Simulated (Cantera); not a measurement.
What does this Cantera script print?

```python
import numpy as np
import cantera as ct

gas = ct.Solution("gri30.yaml")
gas.TPX = 1100, 500000, {'H2': 1, 'O2': 0.217, 'N2': 0.817, 'CO2': 0.0057}
reactor = ct.IdealGasConstPressureReactor(gas, energy="on", clone=False)
net = ct.ReactorNet([reactor])
net.rtol, net.atol = 1e-08, 1e-16
show = ['H2', 'O2', 'H2O2', 'N2O', 'H']
times = np.geomspace(1e-06, 0.2, 12)

steps = ct.SolutionArray(gas, extra=["t"])
rows = []
print(f"{'t/s':>10s}{'T/K':>9s}{'P/Pa':>11s}" + "".join(f"{s:>11s}" for s in show))
for t in times:
    while net.time < t:
        t_next = net.step()
        steps.append(gas.state, t=t_next)
    rows.append([np.interp(t, steps.t, y) for y in (steps.T, steps.P, *steps(*show).X.T)])
    print(f"{t:10.3e}{rows[-1][0]:9.1f}{rows[-1][1]:11.4g}" + "".join(f"{x:11.3e}" for x in rows[-1][2:]))
rate = np.gradient(steps.T, steps.t)
print("integrator steps:", len(steps.t))
if steps.T.max() > steps.T[0] + 200:
    print(f"time of steepest temperature rise: {steps.t[rate.argmax()]:.4e} s")
gas.TPX = 1100, 500000, {'H2': 1, 'O2': 0.217, 'N2': 0.817, 'CO2': 0.0057}
gas.equilibrate("HP")
print(f"equilibrium (HP): T = {gas.T:.1f} K  " + "  ".join(f"{s} {gas[s].X[0]:.3e}" for s in show))
```

It prints:

```
       t/s      T/K       P/Pa         H2         O2       H2O2        N2O          H
 1.000e-06   1100.0      5e+05  4.903e-01  1.064e-01  9.595e-12  1.253e-16  1.570e-09
 3.033e-06   1100.0      5e+05  4.903e-01  1.064e-01  1.262e-10  1.010e-15  3.124e-09
 9.201e-06   1100.0      5e+05  4.903e-01  1.064e-01  1.656e-09  6.049e-15  4.381e-09
 2.791e-05   1100.0      5e+05  4.903e-01  1.064e-01  1.918e-08  3.542e-14  6.599e-09
 8.465e-05   1100.0      5e+05  4.903e-01  1.064e-01  2.400e-07  3.193e-13  2.042e-08
 2.568e-04   1100.3      5e+05  4.902e-01  1.063e-01  1.017e-05  1.094e-11  4.660e-07
 7.789e-04   2575.9      5e+05  3.027e-01  9.046e-06  1.322e-08  9.728e-09  8.617e-03
 2.363e-03   2575.5      5e+05  3.027e-01  9.009e-06  1.318e-08  1.071e-08  8.604e-03
 7.166e-03   2575.2      5e+05  3.028e-01  8.982e-06  1.315e-08  1.201e-08  8.595e-03
 2.174e-02   2575.2      5e+05  3.028e-01  8.981e-06  1.315e-08  1.207e-08  8.595e-03
 6.594e-02   2575.2      5e+05  3.028e-01  8.981e-06  1.315e-08  1.207e-08  8.595e-03
 2.000e-01   2575.2      5e+05  3.028e-01  8.981e-06  1.315e-08  1.207e-08  8.595e-03
integrator steps: 1539
time of steepest temperature rise: 4.4159e-04 s
equilibrium (HP): T = 2575.2 K  H2 3.028e-01  O2 8.981e-06  H2O2 1.315e-08  N2O 1.207e-08  H 8.595e-03
```

Cantera simulation using GRI-Mech 3.0 (53 species, 325 reactions); the numbers are that mechanism's predictions, not measurements. The hydrogen kinetics of GRI-Mech 3.0 are dated; newer H2 mechanisms differ, most at raised pressure.
